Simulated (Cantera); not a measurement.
Input (Python, Cantera) and output of one run.

```python
import numpy as np
import cantera as ct

gas_names = """
    AL ALH ALI ALI3 ALO ALOH ALO2 ALO2H AL2 AL2I6 AL2O AL2O2 H HALO HI HO2 H2 H2O H2O2 I I2 O OH O2 O3
""".split()
cond_names = """
    AL(cr) AL(L) ALI3(s) ALI3(L) AL2O3(a) AL2O3(L) H2O(s) H2O(L) I2(cr) I2(L)
""".split()


# ... load() reads the species with a 1 bar reference pressure and builds the phases ...
atoms = {
    'AlI3': {'AL': 1, 'I': 3},
    'H2O': {'H': 2, 'O': 1},
    'H2': {'H': 2},
}
top_T = {}  # K; cautious upper limits of use, not melting points


# ... equilibrate(T, P, feed) seeds the gas with the atoms and calls Mixture.equilibrate('TP', solver="vcs", rtol=1e-11, max_steps=5000) ...
results = []
feed = {'AlI3': 1, 'H2O': 26, 'H2': 25}  # mol
P = 64  # Pa
for T in [798, 848, 898, 948, 998, 1048, 1098, 1148, 1198, 1248, 1298, 1348, 1398, 1448]:
    mix = equilibrate(T, P, feed)
    results.append((T, P, feed, dict(zip(mix.species_names, mix.species_moles))))

top = {s: max(r[3][s] / sum(r[3][g] for g in gas_names) for r in results) for s in gas_names}
cols = sorted((s for s in top if top[s] > 0.0001), key=lambda s: -top[s])[:7]
seen = [c for c in cond_names if any(r[3].get(c, 0) > 1e-12 for r in results)]
print("log10 of partial pressures in bar; condensed amounts in mol")
print(f"{'T/K':>10s}" + "".join(f"{s[:9]:>10s}" for s in cols + seen))
for T, P, feed, n in results:
    ng = sum(n[g] for g in gas_names)
    print(f"{T:10.4g}" + "".join(f"{np.log10(max(n[s] / ng * P / 1e5, 1e-99)):10.3f}" for s in cols)
          + "".join(f"{n.get(c, 0):10.4g}" for c in seen))
```

Output:

```
log10 of partial pressures in bar; condensed amounts in mol
       T/K        H2       H2O        HI         I         H        I2  AL2O3(a)
       798    -3.515    -3.525    -4.459    -5.791   -13.332    -7.040       0.5
       848    -3.515    -3.526    -4.481    -5.491   -12.478    -7.033       0.5
       898    -3.514    -3.527    -4.516    -5.241   -11.718    -7.059       0.5
       948    -3.513    -3.528    -4.568    -5.039   -11.037    -7.125       0.5
       998    -3.511    -3.529    -4.640    -4.880   -10.423    -7.233       0.5
      1048    -3.510    -3.531    -4.729    -4.761    -9.867    -7.379       0.5
      1098    -3.508    -3.532    -4.832    -4.674    -9.361    -7.555       0.5
      1148    -3.507    -3.533    -4.943    -4.612    -8.898    -7.750       0.5
      1198    -3.506    -3.534    -5.059    -4.568    -8.474    -7.956       0.5
      1248    -3.505    -3.535    -5.175    -4.537    -8.083    -8.164       0.5
      1298    -3.505    -3.535    -5.288    -4.515    -7.722    -8.370       0.5
      1348    -3.504    -3.536    -5.399    -4.499    -7.388    -8.569       0.5
      1398    -3.504    -3.536    -5.504    -4.488    -7.077    -8.762       0.5
      1448    -3.504    -3.536    -5.605    -4.480    -6.787    -8.945       0.5
```

Method: chemical equilibrium by Gibbs-energy minimisation in Cantera with the NASA 1993 tables (ideal gas, pure condensed phases).
